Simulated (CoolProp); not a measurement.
Aqueous ammonia as a coolant, 13 % by mass, freezing at -19.1 °C, 1 atm.

Values from CoolProp's Melinder's fits for secondary coolants.

```
T (°C)  Prandtl number  cp (kJ/(kg K))  density (kg/m³)  viscosity (mPa s)
------  --------------  --------------  ---------------  -----------------
-14.4             33.2           4.247            955.3         (withheld)
-8.4              25.3           4.236       (withheld)               2.77
-2.3              19.8           4.226            953.2               2.23
3.7               16.0      (withheld)            951.8               1.84
9.8               13.1           4.208            950.0               1.55
15.8              10.9      (withheld)            948.1               1.32
21.8              9.14           4.197            945.9               1.12
27.9        (withheld)           4.195            943.5         (withheld)
```

Task: Fill in the missing entries.

Result: 
- -14.4, viscosity (mPa s): 3.55
- -8.4, density (kg/m³): 954.4
- 3.7, cp (kJ/(kg K)): 4.216
- 15.8, cp (kJ/(kg K)): 4.202
- 27.9, Prandtl number: 7.57
- 27.9, viscosity (mPa s): 0.953
